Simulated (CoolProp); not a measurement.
Nitrogen along the isobar 44.4 bar: fugacity coefficient from the reference equation and from simpler models built on Tc = 126.2 K, pc = 33.96 bar, ω = 0.037; each cubic takes its own stable root.

Model: reference Helmholtz-energy equation of state, Span 2000, in CoolProp.

```
T (K)          phase  reference  van der Waals  Redlich-Kwong  Soave-Redlich-Kwong  Peng-Robinson
-----  -------------  ---------  -------------  -------------  -------------------  -------------
76.8          liquid    0.02594        0.09059        0.02218              0.02569        0.02559
103.5         liquid     0.2166         0.3203         0.2197               0.2197              …
130.1  supercritical     0.6011         0.6189              …               0.6009         0.5764
156.8  supercritical          …         0.7819              …               0.7915         0.7632
183.5  supercritical     0.8786         0.8585         0.8709               0.8807         0.8541
210.1  supercritical     0.9276         0.9046              …                    …         0.9080
236.8  supercritical     0.9579         0.9347         0.9500                    …         0.9422
263.5  supercritical     0.9774         0.9551         0.9695               0.9836         0.9646
290.1  supercritical     0.9905         0.9695         0.9825               0.9967         0.9798
316.8  supercritical     0.9994         0.9798         0.9914                1.005         0.9904
343.5  supercritical      1.006         0.9875         0.9977                1.011         0.9978
370.1  supercritical      1.010         0.9932          1.002                1.015          1.003
```

Problem. Fill in the missing entries.

Solution. 
- 103.5, Peng-Robinson: 0.2116
- 130.1, Redlich-Kwong: 0.5998
- 156.8, reference: 0.7928
- 156.8, Redlich-Kwong: 0.7855
- 210.1, Redlich-Kwong: 0.9197
- 210.1, Soave-Redlich-Kwong: 0.9320
- 236.8, Soave-Redlich-Kwong: 0.9636
